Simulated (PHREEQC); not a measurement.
0.028 g of hydrous ferric oxide (600 m²/g; 0.2 weak and 0.005 strong sites per Fe, Dzombak-Morel constants, diffuse double layer) in 1 kg of water with 0.01 mol/kgw of an inert sodium salt and 6.7e-08 mol/kgw ZnSO4, at 25 °C; the pH is set by adding NaOH or the inert anion's acid. O2 is buffered at 0.21 atm. The system is closed to CO2. Nothing may precipitate in this run.

Computed with PHREEQC (ion-association model, wateq4f.dat).

Problem. Predict surface charge σ (C/m²) at pH = 4, 8.5, 9, 10.5.

Solution. 
```
pH    surface charge σ (C/m²)
----  -----------------------
4                       0.215
8.5                    -0.005
9                      -0.013
10.5                   -0.064
```
